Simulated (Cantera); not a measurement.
Pyrogenic steam for wet oxidation

An isothermal, constant-pressure homogeneous reactor starts with 8.64 % H2, 12.5 % O2, 78.8 % N2, equivalence ratio 0.34, at 1350 K and 0.133 bar.

Detailed kinetics in Cantera: the H2/O2 subset of GRI-Mech 3.0, which has no nitrogen chemistry. The temperature is held fixed by assumption; the heat of reaction is taken as removed at once.

```csv
t (s),x H2,x O2,x O,x H,x HO2,x OH,x H2O2
0.000800,0.00631,0.0834,0.0153,0.0235,5.46e-6,0.00435,4.48e-7
0.00180,0.00407,0.0839,0.00862,0.0106,5.53e-6,0.00349,4.81e-7
0.00407,0.00154,0.0846,0.00298,0.00221,4.86e-6,0.00213,4.01e-7
0.00916,0.000327,0.0853,0.000611,0.000205,2.75e-6,0.000973,2.07e-7
0.0207,5.87e-5,0.0855,0.000109,1.56e-5,8.80e-7,0.000413,7.75e-8
0.0466,1.29e-5,0.0856,2.45e-5,1.65e-6,2.45e-7,0.000196,2.78e-8
0.105,3.66e-6,0.0856,7.06e-6,2.54e-7,7.89e-8,0.000105,1.05e-8
0.237,1.25e-6,0.0857,2.44e-6,5.16e-8,3.23e-8,6.19e-5,4.28e-9
0.533,4.95e-7,0.0857,9.74e-7,1.30e-8,1.93e-8,3.91e-5,1.91e-9
1.20,2.45e-7,0.0857,4.83e-7,4.58e-9,1.70e-8,2.75e-5,1.03e-9
2.71,1.80e-7,0.0857,3.53e-7,2.88e-9,1.73e-8,2.35e-5,7.88e-10
6.11,1.74e-7,0.0857,3.41e-7,2.74e-9,1.73e-8,2.31e-5,7.65e-10
13.8,1.73e-7,0.0857,3.40e-7,2.74e-9,1.73e-8,2.31e-5,7.65e-10
31.1,1.73e-7,0.0857,3.40e-7,2.74e-9,1.73e-8,2.31e-5,7.65e-10
70.0,1.73e-7,0.0857,3.40e-7,2.74e-9,1.73e-8,2.31e-5,7.65e-10
```
x: mole fraction; the columns are a selection and need not sum to one.

Equilibrium at this temperature and pressure: H2 1.73e-7, O2 0.0857, O 3.40e-7, H 2.74e-9, HO2 1.73e-8, OH 2.31e-5, H2O2 7.65e-10 (gas phase only).
